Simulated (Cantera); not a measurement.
Charge: 1 mol Si3N4, 0.2 mol H2O, 2.5 mol H2, held at 923 K and 0.360 bar.

These are equilibrium values from Cantera (NASA tables, ideal gas, pure condensed phases), not measurements of a reactor. Candidate condensed phases: H2O, Si, SiO2, Si2N2O, Si3N4; 35 gas species. Rates play no part.

Base state: H2 0.976, N2 0.0241, NH3 5.44e-5 (mole fractions); condensed: Si2N2O(s) + Si3N4(s).

### Question
What changes in the equilibrium state with this change: temperature from 923 K to 1875 K?

### Answer
| species | before | after |
|---|---|---|
| H2 | 0.976 | 0.917 |
| N2 | 0.0241 | 0.0791 |
| SiO | <1e-9 | 0.00283 |
| H | <1e-9 | 0.00105 |
| SiH2 | <1e-9 | 4.56e-5 |
| Si | <1e-9 | 2.52e-5 |
| SiH | <1e-9 | 1.34e-5 |
| NH3 | 5.44e-5 | 2.23e-6 |
| Si2N2O(s), mol | 0.200 | 0.192 |
| Si3N4(s), mol | 0.867 | 0.788 |
| Si(l), mol | 0 | 0.245 |
Mutual solubility and eutectic melting of coexisting phases are not modelled. Gases not in the tables: Si2H6 and higher silanes.
